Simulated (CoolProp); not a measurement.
Vapour pressure (MPa) of CH3F (R41): the reference equation beside estimates from Tc = 317.3 K, pc = 5.906 MPa, ω = 0.200.

The numbers come from the reference Helmholtz-energy equation of state, Lemmon 2006 in CoolProp. It is a short technical equation, of lower accuracy than the large ones.

```csv
T (K),reference,Lee-Kesler,van der Waals,Redlich-Kwong,Soave-Redlich-Kwong
159.4,0.008773,0.007573,0.1695,0.01425,0.007729
172.7,0.02514,0.02274,0.2855,0.04020,0.02307
186,0.06083,0.05715,0.4481,0.09438,0.05763
199.2,0.1284,0.1242,0.6634,0.1917,0.1246
212.5,0.2457,0.2429,0.9415,0.3517,0.2430
225.7,0.4310,0.4324,1.285,0.5907,0.4323
239,0.7101,0.7188,1.704,0.9316,0.7198
252.3,1.108,1.126,2.202,1.391,1.131
```

Absolute difference from the reference over all 8 rows, mean and median: Lee-Kesler 4.6 and 2.4 %, van der Waals 580.1 and 349.9 %, Redlich-Kwong 45.5 and 46.2 %, Soave-Redlich-Kwong 4.1 and 2.5 %.
